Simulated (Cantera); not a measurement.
Mixture: CH3OH : O2 : N2 : H2O = 1 : 0.714 : 2.69 : 0.008 (molar parts), equivalence ratio 2.1, at 3750 Torr, adiabatic and at constant volume. Ignition delay is the time to a rise of 400 K.

Detailed kinetics in Cantera: GRI-Mech 3.0 (53 species, 325 reactions). GRI-Mech 3.0 was tuned for natural gas; its chemistry of methanol as a main component is partial and can be far from experiment.

Question: Predict: delay at 1098 K; delay at 1298 K; delay at 1498 K; delay at 1698 K; delay at 1898 K; apparent activation energy between 1698 and 1898 K.

Answer: 
| Quantity | Result |
|---|---|
| delay at 1098 K | 13.6 ms |
| delay at 1298 K | 0.446 ms |
| delay at 1498 K | 39.7 µs |
| delay at 1698 K | 7.05 µs |
| delay at 1898 K | 1.97 µs |
| apparent activation energy between 1698 and 1898 K | 170 kJ/mol |
